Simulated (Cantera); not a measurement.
An isothermal, constant-pressure homogeneous reactor starts with NO : N2 = 1 : 0.26 (molar parts), at 2150 K and 2700 Pa.

Cantera simulation using GRI-Mech 3.0 (53 species, 325 reactions); the numbers are that mechanism's predictions, not measurements. Radical loss at walls, strong at low pressure, is not modelled.

One state of this run: x NO = 0.662; x O = 0.00351; x NO2 = 7.85e-5; x N2O = 0.000129; x N2 = 0.271; x O2 = 0.0631. x: mole fraction; the columns are a selection and need not sum to one.

### Question
Which value of t (s) does it belong to?
A. 1.00
B. 0.000588
C. 0.346
D. 0.0412

### Answer
C, 0.346
